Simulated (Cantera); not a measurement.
A Cantera script and its output.

```python
import numpy as np
import cantera as ct

gas = ct.Solution("gri30.yaml")
gas.TPX = 1400, 1400000, {'CH4': 1, 'H2': 0.17, 'O2': 6.32, 'N2': 23.8}
reactor = ct.IdealGasConstPressureReactor(gas, energy="on", clone=False)
net = ct.ReactorNet([reactor])
net.rtol, net.atol = 1e-08, 1e-16
show = ['CH4', 'H2', 'O2', 'OH', 'CH2', 'C2H']
times = np.geomspace(5e-06, 0.9, 12)

steps = ct.SolutionArray(gas, extra=["t"])
rows = []
print(f"{'t/s':>10s}{'T/K':>9s}{'P/Pa':>11s}" + "".join(f"{s:>11s}" for s in show))
for t in times:
    while net.time < t:
        t_next = net.step()
        steps.append(gas.state, t=t_next)
    rows.append([np.interp(t, steps.t, y) for y in (steps.T, steps.P, *steps(*show).X.T)])
    print(f"{t:10.3e}{rows[-1][0]:9.1f}{rows[-1][1]:11.4g}" + "".join(f"{x:11.3e}" for x in rows[-1][2:]))
rate = np.gradient(steps.T, steps.t)
print("integrator steps:", len(steps.t))
if steps.T.max() > steps.T[0] + 200:
    print(f"time of steepest temperature rise: {steps.t[rate.argmax()]:.4e} s")
gas.TPX = 1400, 1400000, {'CH4': 1, 'H2': 0.17, 'O2': 6.32, 'N2': 23.8}
gas.equilibrate("HP")
print(f"equilibrium (HP): T = {gas.T:.1f} K  " + "  ".join(f"{s} {gas[s].X[0]:.3e}" for s in show))
```

Result:

```
       t/s      T/K       P/Pa        CH4         H2         O2         OH        CH2        C2H
 5.000e-06   1400.0    1.4e+06  3.196e-02  5.433e-03  2.020e-01  1.196e-08  1.067e-13  4.503e-25
 1.502e-05   1400.0    1.4e+06  3.195e-02  5.431e-03  2.020e-01  6.241e-08  3.105e-12  6.039e-22
 4.513e-05   1401.2    1.4e+06  3.171e-02  5.375e-03  2.018e-01  1.319e-06  7.922e-10  8.785e-17
 1.356e-04   2071.7    1.4e+06  1.184e-15  2.170e-04  1.364e-01  2.934e-03  1.278e-14  2.863e-18
 4.074e-04   2117.1    1.4e+06  1.677e-16  3.351e-05  1.353e-01  1.355e-03  2.976e-16  3.613e-24
 1.224e-03   2117.1    1.4e+06  1.357e-17  3.350e-05  1.353e-01  1.354e-03  2.407e-17  2.906e-25
 3.677e-03   2116.8    1.4e+06  8.001e-21  3.345e-05  1.352e-01  1.353e-03  1.399e-20  1.679e-28
 1.105e-02   2116.2    1.4e+06  1.552e-22  3.332e-05  1.351e-01  1.348e-03  9.937e-23  1.200e-30
 3.319e-02   2114.3    1.4e+06  1.276e-22  3.295e-05  1.346e-01  1.336e-03  5.063e-23  3.192e-31
 9.971e-02   2109.5    1.4e+06  1.154e-22  3.203e-05  1.336e-01  1.306e-03  4.382e-23  2.636e-31
 2.996e-01   2102.3    1.4e+06  9.926e-23  3.069e-05  1.320e-01  1.262e-03  3.531e-23  1.982e-31
 9.000e-01   2099.4    1.4e+06  9.354e-23  3.017e-05  1.314e-01  1.245e-03  3.245e-23  1.772e-31
integrator steps: 1645
time of steepest temperature rise: 1.2286e-04 s
equilibrium (HP): T = 2099.4 K  CH4 1.411e-22  H2 3.016e-05  O2 1.314e-01  OH 1.244e-03  CH2 8.679e-23  C2H 1.929e-31
```

Computed with Cantera and GRI-Mech 3.0 (53 species, 325 reactions). The pressure lies above the range GRI-Mech 3.0 was tuned for (to about 10 atm).
